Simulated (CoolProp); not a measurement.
Vapour-liquid equilibrium of R22 (1) + R142b (2) at 3.89 bar; x and y are mole fractions of (1).

Values from CoolProp's multi-fluid Helmholtz-energy mixture model, Kamei 1995 and Lemmon 2006; pair parameters Bell 2016.

Task: Give the bubble temperature and the first vapour's composition at x = 0.2, 0.5, 0.8. Is there an azeotrope?

Result: x = 0.2: 292.3 K, y = 0.401; x = 0.5: 280.4 K, y = 0.740; x = 0.8: 271.0 K, y = 0.928. No azeotrope shows between x = 0.05 and 0.95.

Pair parameters are fitted to limited data, so mixtures are less certain than the pure fluids.
